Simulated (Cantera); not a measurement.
An adiabatic, constant-volume homogeneous reactor starts with H₂ : O₂ : N₂ = 1 : 0.602 : 2.27 (molar parts), equivalence ratio 0.83, at 1125 K and 750 Torr.

Detailed kinetics in Cantera: the H2/O2 subset of GRI-Mech 3.0, which has no nitrogen chemistry.

Q: Predict: time of steepest temperature rise; temperature at 1.00 s; equilibrium temperature; x(H₂) at 1.00 s; x(O₂) at 1.00 s; x(H₂O₂) at 1.00 s; x(O) at 1.00 s; x(OH) at 1.00 s.

A: 
- time of steepest temperature rise = 71.6 µs
- temperature at 1.00 s = 2861 K
- equilibrium temperature = 2861 K
- x(H₂) at 1.00 s = 0.0246 (gas-phase equilibrium 0.0246)
- x(O₂) at 1.00 s = 0.0324 (gas-phase equilibrium 0.0324)
- x(H₂O₂) at 1.00 s = 9.16e-7 (gas-phase equilibrium 9.16e-7)
- x(O) at 1.00 s = 0.00822 (gas-phase equilibrium 0.00822)
- x(OH) at 1.00 s = 0.0308 (gas-phase equilibrium 0.0308)
